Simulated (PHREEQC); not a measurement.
Solution (25 °C): 65 mmol/kgw CaCl2, 0.023 mmol/kgw CO2 and 4.4 mmol/kgw KCl. Closed to the air; pH follows from the charge balance.

The numbers come from PHREEQC with the ion-association model, phreeqc.dat.

```
quantity          before    after
---------------  -------  -------
pH                  5.46     5.57
CaOH+ (mol/kgw)  1.35e-9  1.73e-9
```

Task: Which change was made?
A) diluted 10-fold with water
B) KCl left out
C) 0.0007 mol/kgw KF added
D) CO2 left out

Result: C, 0.0007 mol/kgw KF added

No solid was allowed to form. Some of these states are supersaturated (in Fluorite, for instance).
